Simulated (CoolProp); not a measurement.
2000 sccm (0 °C, 1 atm) of nitrogen bubbles through liquid R113 at 276.3 K and leaves saturated at a total pressure of 0.0429 MPa (ideal gas phase). Each further row changes one setting.

Computed with CoolProp (reference Helmholtz-energy equation of state, Marx 1992).

```json
[
 {"case": "as stated", "vapour pressure (kPa)": "17.5", "mole fraction of vapour": "0.408", "delivery (mg/min)": "11500", "delivery (sccm)": "1380", "change of delivery for a bath 1 K warmer (%)": "8.4"},
 {"case": "bath temperature 281.3 K", "vapour pressure (kPa)": "22.0", "mole fraction of vapour": "0.514", "delivery (mg/min)": "17600", "delivery (sccm)": "2110", "change of delivery for a bath 1 K warmer (%)": "9.9"},
 {"case": "total pressure 0.0858 MPa", "vapour pressure (kPa)": "17.5", "mole fraction of vapour": "0.204", "delivery (mg/min)": "4280", "delivery (sccm)": "512", "change of delivery for a bath 1 K warmer (%)": "6.1"}
]
```
